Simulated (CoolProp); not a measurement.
Vapour-liquid equilibrium of ethanol (1) + benzene (2) at 414.1 K; x and y are mole fractions of (1).

Computed with CoolProp (multi-fluid Helmholtz-energy mixture model, Schroeder 2014 and Thol 2012; pair parameters Bell 2016).

```csv
x,bubble pressure (MPa),y at the bubble point,dew pressure at overall composition x (MPa),liquid density (mol/L)
0.05,0.5759,0.184,0.5049,9.585
0.125,0.6750,0.334,0.5427,9.752
0.2,0.7390,0.418,0.5854,9.943
0.275,0.7802,0.473,0.6336,10.16
0.35,0.8072,0.513,0.6871,10.42
0.425,0.8255,0.546,0.7444,10.71
0.5,0.8381,0.578,0.7991,11.04
0.575,0.8462,0.613,0.8371,11.41
0.65,0.8495,0.653,0.8494,11.82
0.725,0.8469,0.702,0.8439,12.28
0.8,0.8372,0.763,0.8293,12.79
0.875,0.8198,0.839,0.8104,13.35
0.95,0.7952,0.931,0.7899,13.96
```

y crosses x between x = 0.65 and 0.725: the model has an azeotrope there.

Pair parameters are fitted to limited data, so mixtures are less certain than the pure fluids.
